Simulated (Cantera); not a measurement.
An isothermal, constant-pressure homogeneous reactor starts with N2O : N2 = 1 : 5.5 (molar parts), at 1175 K and 20.0 Torr.

Model: GRI-Mech 3.0 (53 species, 325 reactions), integrated in Cantera. GRI-Mech 3.0 was tuned for natural gas; its chemistry of N2O as a main component is partial and can be far from experiment. Radical loss at walls, strong at low pressure, is not modelled. The mechanism lacks the step 2 NO + O2 → 2 NO2, which can matter for NO2 below about 1400 K. The temperature is held fixed by assumption; the heat of reaction is taken as removed at once.

**Question.** Predict: x(N2O) at 90.0 s; x(NO) at 90.0 s; x(O) at 90.0 s; x(NO2) at 90.0 s; x(N2) at 90.0 s.

**Answer.** 
```
Quantity                                             Value
----------------  ----------------------------------------
x(N2O) at 90.0 s    0.0594 (gas-phase equilibrium 1.29e-9)
x(NO) at 90.0 s   0.00829 (gas-phase equilibrium 0.000102)
x(O) at 90.0 s     1.20e-6 (gas-phase equilibrium 2.40e-8)
x(NO2) at 90.0 s   2.75e-6 (gas-phase equilibrium 1.86e-7)
x(N2) at 90.0 s        0.893 (gas-phase equilibrium 0.929)
```
